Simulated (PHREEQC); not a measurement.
A made-up water analysis in mg/L, 20 °C, pH 4.02, pe 10.5:

| constituent | mg/L |
|---|---|
| Na | 41.8 |
| K | 2.93 |
| Ca | 55.1 |
| Mg | 5.11 |
| Cl | 41.9 |
| S(6) as SO4 | 226 |
| Sr | 0.82 |
| Br | 0.11 |
| N(5) as NO3 | 2.81 |
| Zn | 1.84 |
| Al | 8.13 |

Valence states are taken as typed.

All values are PHREEQC results (ion-association model, wateq4f.dat), not measurements.

Each row changes one thing in this solution. No solid was allowed to form.

```csv
case,ionic strength (mol/kgw),SO4-2 (mol/kgw),Ca+2 (mol/kgw),CaSO4 (mol/kgw),AlSO4+ (mol/kgw),Mg+2 (mol/kgw),SI of Gibbsite (Al(OH)3),SI of Gypsum (CaSO4:2H2O)
as made,0.00871,0.00189,0.00118,0.000199,0.000191,0.000178,-0.68,-1.40
temperature from 20 to 55 °C at the same typed pH,?,0.00181,0.00113,0.000240,0.000182,0.000151,+0.95,-1.39
Cl from 41.9 to 83.8 mg/L,0.00933,0.00189,0.00118,0.000195,0.000189,0.000178,-0.68,?
all concentrations times 4 at the same typed pH,?,0.00651,0.00407,0.00143,0.000863,0.000607,-0.48,-0.54
```

Complete the blanks.


- temperature from 20 to 55 °C at the same typed pH, ionic strength (mol/kgw): 0.00834
- Cl from 41.9 to 83.8 mg/L, SI of Gypsum (CaSO4:2H2O): -1.41
- all concentrations times 4 at the same typed pH, ionic strength (mol/kgw): 0.0305

Some of these states are supersaturated (in Boehmite (slow to form), Gibbsite (slow to form), for instance). Away from 25 °C the constants follow the database's enthalpies or fits; those with neither stay at their 25 °C values.
